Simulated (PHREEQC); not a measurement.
0.88 g of hydrous ferric oxide (600 m²/g; 0.2 weak and 0.005 strong sites per Fe, Dzombak-Morel constants, diffuse double layer) in 1 kg of water with 0.05 mol/kgw of an inert sodium salt, at 25 °C; the pH is set by adding NaOH or the inert anion's acid. O2 is buffered at 0.21 atm. No CO2 enters from the air. No solid was allowed to form.

Base run: PHREEQC, ion-association model, wateq4f.dat. Each further column changes one thing. The table gives surface charge σ (C/m²).

```csv
pH,base,background salt from 0.05 to 0.005 mol/kgw,oxide from 0.88 to 4.4 g/kgw,0.0054 mol/kgw Na2HAsO4 added
3,0.357,0.307,0.358,0.009
4.12,0.282,?,0.285,0.003
4.88,0.195,0.101,0.197,-0.008
6,0.089,?,0.090,-0.035
7.12,0.030,0.011,0.030,-0.076
7.88,0.006,0.002,0.006,-0.096
9,-0.026,?,-0.026,-0.123
```

Task: Fill in the missing entries.

Result: 
- 4.12, background salt from 0.05 to 0.005 mol/kgw: 0.173
- 6, background salt from 0.05 to 0.005 mol/kgw: 0.038
- 9, background salt from 0.05 to 0.005 mol/kgw: -0.009

The oxide is taken as insoluble; below pH 4 it would dissolve.
